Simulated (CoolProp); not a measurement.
Vapour-liquid equilibrium of R1234ze(E) (1) + n-pentane (2) at 56.25 °C; x and y are mole fractions of (1).

Values from CoolProp's multi-fluid Helmholtz-energy mixture model, Thol 2016 and Thol 2019; pair parameters Bell 2016.

```json
[
 {"x": "0.05", "bubble pressure, mixture model (MPa)": "0.2950", "bubble pressure, Raoult's law (MPa)": "0.2410", "y, mixture model": "0.356", "y, Raoult's law": "0.242"},
 {"x": "0.125", "bubble pressure, mixture model (MPa)": "0.4317", "bubble pressure, Raoult's law (MPa)": "0.3140", "y, mixture model": "0.573", "y, Raoult's law": "0.464"},
 {"x": "0.2", "bubble pressure, mixture model (MPa)": "0.5476", "bubble pressure, Raoult's law (MPa)": "0.3870", "y, mixture model": "0.675", "y, Raoult's law": "0.602"},
 {"x": "0.275", "bubble pressure, mixture model (MPa)": "0.6444", "bubble pressure, Raoult's law (MPa)": "0.4600", "y, mixture model": "0.735", "y, Raoult's law": "0.697"},
 {"x": "0.35", "bubble pressure, mixture model (MPa)": "0.7247", "bubble pressure, Raoult's law (MPa)": "0.5330", "y, mixture model": "0.774", "y, Raoult's law": "0.765"},
 {"x": "0.425", "bubble pressure, mixture model (MPa)": "…", "bubble pressure, Raoult's law (MPa)": "0.6060", "y, mixture model": "0.803", "y, Raoult's law": "0.817"},
 {"x": "0.5", "bubble pressure, mixture model (MPa)": "…", "bubble pressure, Raoult's law (MPa)": "0.6790", "y, mixture model": "…", "y, Raoult's law": "0.858"},
 {"x": "0.575", "bubble pressure, mixture model (MPa)": "0.9002", "bubble pressure, Raoult's law (MPa)": "0.7520", "y, mixture model": "0.847", "y, Raoult's law": "0.891"},
 {"x": "0.65", "bubble pressure, mixture model (MPa)": "0.9475", "bubble pressure, Raoult's law (MPa)": "0.8250", "y, mixture model": "0.866", "y, Raoult's law": "0.918"},
 {"x": "0.725", "bubble pressure, mixture model (MPa)": "0.9934", "bubble pressure, Raoult's law (MPa)": "0.8981", "y, mixture model": "0.887", "y, Raoult's law": "0.941"},
 {"x": "0.8", "bubble pressure, mixture model (MPa)": "1.040", "bubble pressure, Raoult's law (MPa)": "0.9711", "y, mixture model": "0.910", "y, Raoult's law": "0.960"},
 {"x": "0.875", "bubble pressure, mixture model (MPa)": "1.087", "bubble pressure, Raoult's law (MPa)": "1.044", "y, mixture model": "…", "y, Raoult's law": "0.977"},
 {"x": "0.95", "bubble pressure, mixture model (MPa)": "1.134", "bubble pressure, Raoult's law (MPa)": "1.117", "y, mixture model": "0.972", "y, Raoult's law": "0.991"}
]
```

Q: Complete the blanks.

A: 
- 0.425, bubble pressure, mixture model (MPa): 0.7919
- 0.5, bubble pressure, mixture model (MPa): 0.8493
- 0.5, y, mixture model: 0.826
- 0.875, y, mixture model: 0.937

The largest gap from Raoult's law is +41.5 % in bubble pressure, at x = 0.2. No azeotrope shows between x = 0.05 and 0.95.

The pair parameters rest on a limited set of measurements; away from them the model extrapolates.
